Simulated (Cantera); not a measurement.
Input (Python, Cantera):

```python
import numpy as np
import cantera as ct

gas = ct.Solution("h2o2.yaml")
gas.TPX = 300, 13332, {'H2': 1, 'O2': 0.602, 'N2': 2.71}
flame = ct.FreeFlame(gas, width=0.16)
flame.set_refine_criteria(ratio=3, slope=0.08, curve=0.16)
flame.transport_model = "mixture-averaged"
flame.solve(loglevel=0, auto=True)
z, T = flame.grid, flame.T
thick = (T[-1] - T[0]) / np.gradient(T, z).max()
show = ['H2', 'O2', 'H2O2', 'H', 'H2O', 'HO2']
print(f"laminar burning velocity  {flame.velocity[0] * 100:.3f} cm/s")
print(f"burnt temperature         {T[-1]:.1f} K")
print(f"thermal thickness         {thick * 1e3:.4f} mm")
print(f"grid points               {len(z)}")
z0 = z[flame.heat_release_rate.argmax()]
print(f"{'z/mm':>9s}{'T/K':>9s}{'u/(m/s)':>9s}" + "".join(f"{s:>11s}" for s in show))
rows = []
for k in (-3, -2, -1.5, -1, -0.5, -0.25, 0, 0.25, 0.5, 1, 2, 4, 8):
    zz = z0 + k * thick
    rows.append([k * thick, np.interp(zz, z, T), np.interp(zz, z, flame.velocity),
                 *(np.interp(zz, z, flame.X[gas.species_index(s)]) for s in show)])
    print(f"{rows[-1][0] * 1e3:9.3f}{rows[-1][1]:9.1f}{rows[-1][2]:9.3f}" + "".join(f"{x:11.3e}" for x in rows[-1][3:]))
```

It prints:

```
laminar burning velocity  135.085 cm/s
burnt temperature         2027.9 K
thermal thickness         4.9931 mm
grid points               125
     z/mm      T/K  u/(m/s)         H2         O2       H2O2          H        H2O        HO2
  -14.979    300.0    1.351  2.319e-01  1.396e-01  4.613e-15  2.260e-18  3.355e-13  3.664e-14
   -9.986    300.0    1.351  2.319e-01  1.396e-01  6.600e-13  1.912e-16  4.601e-11  5.728e-12
   -7.490    300.0    1.351  2.319e-01  1.396e-01  1.558e-11  4.807e-15  9.889e-10  1.339e-10
   -4.993    300.0    1.351  2.318e-01  1.396e-01  9.591e-10  1.842e-12  5.166e-08  8.069e-09
   -2.497    306.6    1.373  2.270e-01  1.405e-01  3.303e-06  7.441e-07  1.236e-04  2.112e-05
   -1.248    536.4    2.336  1.922e-01  1.368e-01  3.751e-05  2.736e-03  1.721e-02  7.127e-05
    0.000    946.4    4.002  1.113e-01  1.078e-01  7.992e-07  2.369e-02  8.618e-02  2.082e-05
    1.248   1223.1    5.124  4.044e-02  5.990e-02  9.480e-07  4.133e-02  1.714e-01  9.264e-06
    2.497   1356.9    5.658  2.444e-02  4.491e-02  8.767e-07  3.932e-02  1.969e-01  5.996e-06
    4.993   1493.1    6.180  2.227e-02  4.017e-02  5.712e-07  2.994e-02  2.069e-01  4.407e-06
    9.986   1627.8    6.681  2.031e-02  3.685e-02  3.010e-07  2.030e-02  2.163e-01  3.296e-06
   19.972   1754.0    7.136  1.671e-02  3.371e-02  1.549e-07  1.212e-02  2.266e-01  2.396e-06
   39.945   1861.5    7.514  1.206e-02  3.101e-02  8.647e-08  6.172e-03  2.369e-01  1.659e-06
```

Model: the H2/O2 subset of GRI-Mech 3.0, which has no nitrogen chemistry, integrated in Cantera. Burning velocities carry a grid error of a few per cent, more on coarse grids.
